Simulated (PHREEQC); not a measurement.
Leach liquor (model solution)

Make-up at 25 °C: 0.11 mol HCl, 0.00019 mol Li2SO4 and 0.00051 mol Fe2(SO4)3 per kg of water. Closed to the air; pH follows from the charge balance.

Computed with PHREEQC (ion-association model, wateq4f.dat).

Each row changes one thing in this solution. No solid was allowed to form.

| case | pH | ionic strength (mol/kgw) | HSO4- (mol/kgw) | Fe+3 (mol/kgw) | SO4-2 (mol/kgw) | FeSO4+ (mol/kgw) | SI of Goethite (FeOOH) | SI of Hematite (Fe2O3) |
|---|---|---|---|---|---|---|---|---|
| as made | 1.05 | 0.113 | 0.00126 | 0.000364 | 0.000312 | 9.68e-5 | -0.07 | +1.88 |
| temperature from 25 to 15 °C | 1.05 | 0.113 | 0.00120 | 0.000415 | 0.000361 | 0.000105 | -0.37 | +1.22 |
| HCl left out | 3.18 | 0.00456 | 6.59e-5 | 5.70e-5 | 0.00128 | 0.000356 | +6.05 | +14.10 |
| temperature from 25 to 35 °C | 1.05 | 0.113 | 0.00132 | 0.000317 | 0.000266 | 8.53e-5 | +0.21 | +2.47 |
| diluted 2-fold with water | 1.33 | 0.0569 | 0.000549 | 0.000232 | 0.000224 | 7.05e-5 | +0.73 | +3.46 |
| temperature from 25 to 40 °C | 1.05 | 0.113 | 0.00136 | 0.000295 | 0.000243 | 7.87e-5 | +0.34 | +2.75 |
| Li2SO4 replaced by Na2SO4 at the same molality | 1.05 | 0.113 | 0.00126 | 0.000364 | 0.000312 | 9.68e-5 | -0.07 | +1.88 |

Some of these states are supersaturated (in Hematite (slow to form), Fe(OH)3(a), Goethite (slow to form), for instance). Away from 25 °C the constants follow the database's enthalpies or fits; those with neither stay at their 25 °C values.
